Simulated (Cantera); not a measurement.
A freely propagating, adiabatic, planar premixed flame of CO : H2 : O2 : N2 = 1 : 0.79 : 0.994 : 2.69 (molar parts), unburnt at 375 K and 100.0 Torr; mixture-averaged transport, grid criteria slope 0.08 and curve 0.16, no radiation.

Computed with Cantera and GRI-Mech 3.0 (53 species, 325 reactions). Burning velocities carry a grid error of a few per cent, more on coarse grids.

Task: What does this change do: inlet temperature 375 to 575 K?

Result: 
| quantity | before | after |
|---|---|---|
| laminar burning velocity | 202 cm/s | 405 cm/s |
| thermal thickness | 6.22 mm | 7.23 mm |
| peak x(OH) | 0.0166 | 0.0189 |
| peak x(O) | 0.0241 | 0.0282 |

Task: What does this change do: H2 0.79 to 0.59 parts?

Result: 
```tsv
quantity	before	after
laminar burning velocity	202 cm/s	167 cm/s
thermal thickness	6.22 mm	6.43 mm
peak x(OH)	0.0166	0.0141
peak x(O)	0.0241	0.0249
```
